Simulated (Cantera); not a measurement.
A closed system holds: 1 mol Cr, 0.011 mol O₂, 2.3 mol H₂, equilibrated at 0.133 bar.

Equilibrium computed with Cantera from the NASA thermochemical tables; the gas is ideal and each condensed phase is pure. Candidate condensed phases: Cr, Cr₂O₃, H₂O; 13 gas species. Rates play no part. All values below are at 2475 K.

Base state: H₂ 0.650, Cr 0.293, H 0.0497, H₂O 0.00438, CrO 0.00204, OH 6.74e-5 (mole fractions); condensed: gas only.

What changes in the equilibrium state with this change: O₂ from 0.011 to 0.016 mol?


```json
[
 {"species": "H₂", "before": "0.650", "after": "0.648"},
 {"species": "Cr", "before": "0.293", "after": "0.293"},
 {"species": "H", "before": "0.0497", "after": "0.0496"},
 {"species": "H₂O", "before": "0.00438", "after": "0.00637"},
 {"species": "CrO", "before": "0.00204", "after": "0.00296"},
 {"species": "OH", "before": "6.74e-5", "after": "9.82e-5"}
]
```
